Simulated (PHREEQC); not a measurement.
Solution (25 °C): 0.0019 mol HCl, 0.039 mol Al2(SO4)3 and 0.00077 mol Fe2(SO4)3 per kg of water. Closed to the air; pH follows from the charge balance.

Model: ion-association model, phreeqc.dat, run in PHREEQC.

No solid was allowed to form.

### Question
Order these Al species by the share of Al that they hold, largest first: AlSO4+, Al+3, Al(SO4)2-.

### Answer
AlSO4+ (68 %), Al(SO4)2- (22 %), Al+3 (10 %)

The pH is 3.07 and the ionic strength 0.135 mol/kgw. Saturation is exceeded, for instance for Hematite (slow to form), Goethite (slow to form); the values hold only as long as no solid forms.
